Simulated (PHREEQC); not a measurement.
## Polishing slurry liquid: an equilibrium model

Make-up at 25 °C: 0.45 mol/kgw KOH. It is in equilibrium with CO2 at log p = 0 (atm). Otherwise closed; pH follows from the charge balance.

The numbers come from PHREEQC with the ion-association model, phreeqc.dat.

Each row changes one thing in this solution. No solid was allowed to form.

```
case                             pH  ionic strength (mol/kgw)  HCO3- (mol/kgw)  CO2 (mol/kgw)  CO3-2 (mol/kgw)  (CO2)2 (mol/kgw)
-----------------------------  ----  ------------------------  ---------------  -------------  ---------------  ----------------
as made                        7.32                     0.451            0.447         0.0305          0.00130           1.89e-5
temperature from 25 to 65 °C   7.60                     0.454            0.442         0.0137          0.00411           1.10e-5
KOH from 0.45 to 2.25 mol/kgw  7.98                      2.29             2.17     (withheld)           0.0416           1.24e-5
KOH from 0.45 to 0.9 mol/kgw   7.60                     0.906            0.888         0.0275          0.00583        (withheld)
0.0054 mol/kgw Na2CO3 added    7.33                     0.461            0.457         0.0304          0.00136           1.89e-5
diluted 5-fold with water      6.68                    0.0900           0.0899         0.0331          4.00e-5           2.06e-5
diluted 2-fold with water      7.05                     0.225            0.224         0.0321         0.000290           2.00e-5
```

Problem. What belongs in the gaps?

Solution. 
- KOH from 0.45 to 2.25 mol/kgw, CO2 (mol/kgw): 0.0200
- KOH from 0.45 to 0.9 mol/kgw, (CO2)2 (mol/kgw): 1.71e-5

The ionic strength passes 0.7 mol/kgw, the rough limit of the ion-association models, in KOH from 0.45 to 2.25 mol/kgw; KOH from 0.45 to 0.9 mol/kgw. Species that the database lacks are ignored. Away from 25 °C the constants follow the database's enthalpies or fits; those with neither stay at their 25 °C values.
